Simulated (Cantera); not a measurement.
## Thermodynamics of silicon carbide growth, feed SiCl4 + C2H4 + H2

Charge: 1 mol SiCl4, 0.39 mol C2H4, 6.4 mol H2, at 1275 K and 0.260 bar.

Cantera equilibrium calculation (NASA polynomials, part measured and part estimated; ideal gas, pure solids and liquids). Candidate condensed phases: C, C6H6, C7H8, C8H18, Si, SiC; 109 gas species. The tables' values for SiCl3 are old estimates; treat these amounts as uncertain. Equilibrium is a limit: real reactors are often held back by kinetics, nucleation or transport.

| Item | Value |
|---|---|
| x(H2) | 0.665 |
| x(HCl) | 0.292 |
| x(SiCl4) | 0.0359 |
| x(SiHCl3) | 0.00329 |
| x(SiCl3) | 0.00218 |
| x(CH4) | 0.00106 |
| x(SiCl2) | 0.000862 |
| x(SiH2Cl2) | 4.19e-5 |
| x(H) | 1.18e-6 |
| n(C(graphite)) | 0.143 mol |
| n(SiC(s)) | 0.628 mol |
| gas amount | 8.815 mol |
| log10 activity of Si(s) (absent) | -2.59 |
